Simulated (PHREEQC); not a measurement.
Solution (75 °C): 23 mmol/kgw TMAH and 0.0023 mmol/kgw H4SiO4. Closed to the air; pH follows from the charge balance.

Model: ion-association model, phreeqc.dat, run in PHREEQC.

This is a speciation only: nothing precipitates in the calculation.

**Question.** Estimate the pH.

**Answer.** pH 10.98.

**Question.** In which forms is Si present?

**Answer.** H3SiO4- 88 %, H2SiO4-2 10 %, H4SiO4 1.5 % of the Si.

(CH3)4N+ isn't in the database: it is added as a free cation with an ion size of 4 Å. Constants without temperature data keep their 25 °C values here.
